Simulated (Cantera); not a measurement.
## Thermodynamics of sublimation and decomposition of ceramics, feed AlN + N2

Charge: 1 mol AlN, 0.57 mol N2, equilibrated at 22000 Pa.

Cantera equilibrium calculation (NASA polynomials, part measured and part estimated; ideal gas, pure solids and liquids). Candidate condensed phases: Al, AlN; 5 gas species. Equilibrium is a limit: real reactors are often held back by kinetics, nucleation or transport.

From 1823 K to 2423 K the condensed part is AlN(s). From 2498 K to 2573 K nothing is condensed. The main Al-bearing gas is Al throughout.

```
T (K)   x N2      x Al     x Al2       x N     x AlN  n AlN(s)
-----  -----  --------  --------  --------  --------  --------
1823   1.000   4.97e-6  4.56e-12  1.17e-10    <1e-12     1.000
1898   1.000   2.58e-5  7.85e-11  4.08e-10  1.13e-12     1.000
1973   1.000  0.000118   1.08e-9   1.30e-9  8.25e-12     1.000
2048   1.000  0.000484   1.23e-8   3.78e-9  5.18e-11     1.000
2123   0.998   0.00179   1.17e-7   1.02e-8  2.85e-10     0.999
2198   0.994   0.00604   9.57e-7   2.59e-8   1.40e-9     0.997
2273   0.981    0.0189   6.84e-6   6.12e-8   6.14e-9     0.989
2348   0.944    0.0555   4.41e-5   1.35e-7   2.45e-8     0.965
2423   0.841     0.159  0.000274   2.74e-7   8.97e-8     0.881
2498   0.518     0.480   0.00193   4.40e-7   2.84e-7         0
2573   0.518     0.481   0.00152   8.65e-7   3.72e-7         0
```
x: gas mole fraction; n: condensed amount in mol.
